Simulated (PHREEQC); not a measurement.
1.1 g of hydrous ferric oxide (600 m²/g; 0.2 weak and 0.005 strong sites per Fe, Dzombak-Morel constants, diffuse double layer) in 1 kg of water with 0.005 mol/kgw of an inert sodium salt and 1.3e-05 mol/kgw SrCl2, at 25 °C; the pH is set by adding NaOH or the inert anion's acid. Oxygen is held at 0.21 atm. CO2 from the air is kept out. No solid was allowed to form.

Base run: PHREEQC, ion-association model, wateq4f.dat. Each further column changes one thing. The table gives surface potential ψ (mV).

```tsv
pH	base	background salt from 0.005 to 0.0005 mol/kgw	oxide from 1.1 to 5.5 g/kgw
3	212	231	202
3.5	205	?	197
4	192	?	187
5	158	171	156
5.5	137	147	?
6	114	?	?
6.5	88	?	88
7	62	64	62
8	7	7	6
8.5	-21	-22	-22
9	-49	-51	-50
```

Q: Some entries are withheld; supply them.

A: 
- 3.5, background salt from 0.005 to 0.0005 mol/kgw: 224
- 4, background salt from 0.005 to 0.0005 mol/kgw: 211
- 5.5, oxide from 1.1 to 5.5 g/kgw: 136
- 6, background salt from 0.005 to 0.0005 mol/kgw: 120
- 6, oxide from 1.1 to 5.5 g/kgw: 113
- 6.5, background salt from 0.005 to 0.0005 mol/kgw: 93

The oxide is taken as insoluble; below pH 4 it would dissolve.
